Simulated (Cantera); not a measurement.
Boron, boron nitride and boron oxide: B2O3 + NH3 + N2

Feed: 1 mol B2O3, 1.6 mol NH3, 6 mol N2, at 480 Torr.

Cantera equilibrium calculation (NASA polynomials, part measured and part estimated; ideal gas, pure solids and liquids). Candidate condensed phases: B, BN, B2O3, B3O3H3, H2O; 39 gas species. Mutual solubility and eutectic melting of coexisting phases are not modelled. Gases not in the tables: H3BO3. Kinetics and transport are ignored.

```csv
T (K),log p N2,log p H2,log p B2O3,log p HBO2,log p HBO,log p BO,log p H,log p B2O2,n BN(s),n B2O3(l)
1573,-0.33,-0.78,-4.05,-2.86,-3.70,-6.33,-4.78,-5.83,0.0150,0.980
1648,-0.33,-0.78,-3.47,-2.62,-3.27,-5.60,-4.44,-5.04,0.0179,0.965
1723,-0.33,-0.79,-2.95,-2.40,-2.88,-4.94,-4.13,-4.33,0.0210,0.934
1798,-0.33,-0.80,-2.48,-2.21,-2.53,-4.33,-3.85,-3.68,0.0218,0.870
1873,-0.34,-0.81,-2.04,-2.03,-2.21,-3.77,-3.60,-3.08,0.0138,0.731
1948,-0.35,-0.84,-1.64,-1.84,-1.96,-3.31,-3.37,-2.62,0,0.418
2023,-0.37,-0.88,-1.39,-1.68,-1.85,-2.98,-3.16,-2.40,0,0
2098,-0.37,-0.89,-1.40,-1.66,-1.83,-2.77,-2.96,-2.39,0,0
2173,-0.37,-0.89,-1.42,-1.65,-1.81,-2.58,-2.76,-2.39,0,0
2248,-0.37,-0.90,-1.43,-1.63,-1.79,-2.41,-2.58,-2.40,0,0
2323,-0.37,-0.90,-1.45,-1.62,-1.79,-2.25,-2.42,-2.41,0,0
2398,-0.37,-0.91,-1.47,-1.61,-1.78,-2.11,-2.26,-2.43,0,0
```
log p: log10 of the partial pressure in bar; n: condensed amount in mol.

From 1573 K to 1873 K the condensed part is BN(s) + B2O3(l). At 1948 K the condensed part is B2O3(l). From 2023 K to 2398 K nothing is condensed.
